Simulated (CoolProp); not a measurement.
Vapour-liquid equilibrium of CHF3 (R23) (1) + R22 (2) at -31.45 °C; x and y are mole fractions of (1).

Computed with CoolProp (multi-fluid Helmholtz-energy mixture model, Penoncello 2003 and Kamei 1995; pair parameters Bell 2016).

### Question
Give the bubble pressure and the first vapour's composition at x = 0.275, 0.35, 0.575. Is there an azeotrope?

### Answer
x = 0.275: 0.4057 MPa, y = 0.696; x = 0.35: 0.4679 MPa, y = 0.756; x = 0.575: 0.6400 MPa, y = 0.868. No azeotrope shows between x = 0.05 and 0.95.

Pair parameters are fitted to limited data, so mixtures are less certain than the pure fluids.
